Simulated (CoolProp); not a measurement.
Vapour-liquid equilibrium of 1-butene (1) + n-butane (2) at 212.5 K; x and y are mole fractions of (1).

Computed with CoolProp (multi-fluid Helmholtz-energy mixture model, Lemmon 2005 and Bücker 2006; pair parameters Bell 2016).

```tsv
x	bubble pressure (MPa)	y at the bubble point	dew pressure at overall composition x (MPa)	liquid density (mol/L)
0.05	0.004885	0.067	0.004862	11.43
0.15	0.005064	0.195	0.004999	11.51
0.25	0.005247	0.315	0.005146	11.58
0.35	0.005428	0.426	0.005303	11.66
0.45	0.005605	0.528	0.005470	11.74
0.55	0.005774	0.623	0.005644	11.82
0.65	0.005933	0.712	0.005823	11.91
0.75	0.006082	0.796	0.006002	11.99
0.85	0.006219	0.878	0.006174	12.08
0.95	0.006344	0.959	0.006331	12.17
```

No azeotrope shows between x = 0.05 and 0.95.

The pair parameters rest on a limited set of measurements; away from them the model extrapolates.
